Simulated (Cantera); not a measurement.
A closed system holds: 1 mol SiF₄, 0.95 mol N₂, 2.3 mol H₂, at 850 °C and 1.33 mbar.

These are equilibrium values from Cantera (NASA tables, ideal gas, pure condensed phases), not measurements of a reactor. Candidate condensed phases: Si, Si₃N₄; 37 gas species. N₂ is the only nitrogen source here; it is nearly inert below about 1500 K, so the nitride shown seldom forms there in practice. The tables' values for SiF₃ are old estimates; treat these amounts as uncertain. Rates play no part.

Problem. What is the equilibrium state?

Solution. 
```json
{
  "x(H₂)": "0.539",
  "x(SiF₄)": "0.233",
  "x(N₂)": "0.223",
  "x(HF)": "0.00224",
  "x(SiF₃)": "0.000789",
  "x(SiHF₃)": "0.000729",
  "x(SiF₂)": "3.66e-6",
  "x(SiH₂F₂)": "1.15e-6",
  "n(Si₃N₄(s))": "0.000252 mol",
  "gas_amount": "4.252 mol",
  "log10 activity of Si(s) (absent)": "-3.42"
}
```
